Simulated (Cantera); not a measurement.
Cantera run:

```python
import numpy as np
import cantera as ct

gas_names = """
    F F2 H HF H2 H2F2 H3F3 H4F4 H5F5 H6F6 H7F7 Pb PbF PbF2 PbF4 Pb2
""".split()
cond_names = """
    Pb(cr) Pb(L) PbF2(a) PbF2(b) PbF2(L)
""".split()


# ... load() reads the species with a 1 bar reference pressure and builds the phases ...
atoms = {
    'PbF2': {'Pb': 1, 'F': 2},
    'H2': {'H': 2},
}
top_T = {}  # K; cautious upper limits of use, not melting points


# ... equilibrate(T, P, feed) seeds the gas with the atoms and calls Mixture.equilibrate('TP', solver="vcs", rtol=1e-11, max_steps=5000) ...
results = []
feed = {'PbF2': 1, 'H2': 1.3}  # mol
T = 1525  # K
P = 1000  # Pa
mix = equilibrate(T, P, feed)
results.append((T, P, feed, dict(zip(mix.species_names, mix.species_moles))))
print(gas.report(threshold=1e-05))
for i in range(1, mix.n_phases):
    print(f"{mix.phase(i).name:16s} {mix.phase_moles(i):12.5e} mol")
```

Output:

```
       temperature   1525 K
          pressure   1000 Pa
           density   0.0059272 kg/m^3
  mean mol. weight   75.155 kg/kmol
   phase of matter   gas

                          1 kg             1 kmol
                     ---------------   ---------------
          enthalpy       -9.6426e+05       -7.2469e+07  J
   internal energy        -1.133e+06       -8.5149e+07  J
           entropy            3465.3        2.6044e+05  J/K
    Gibbs function       -6.2489e+06       -4.6963e+08  J
 heat capacity c_p            388.47             29195  J/K
 heat capacity c_v            277.84             20881  J/K

                      mass frac. Y      mole frac. X     chem. pot. / RT
                     ---------------   ---------------   ---------------
                 H        9.6105e-07        7.1655e-05           -12.822
                HF           0.16103           0.60493           -50.434
                H2          0.002461          0.091746           -25.645
                Pb           0.83188           0.30174           -13.571
               PbF          0.004212         0.0013994           -51.183
              PbF2        0.00033217        0.00010181           -88.794
               Pb2        7.9023e-05        1.4332e-05           -27.142
     [   +9 minor]         3.672e-08        6.3166e-08

Pb(L)             0.00000e+00 mol
PbF2(L)           0.00000e+00 mol
```

Cantera equilibrium calculation (NASA polynomials, part measured and part estimated; ideal gas, pure solids and liquids).
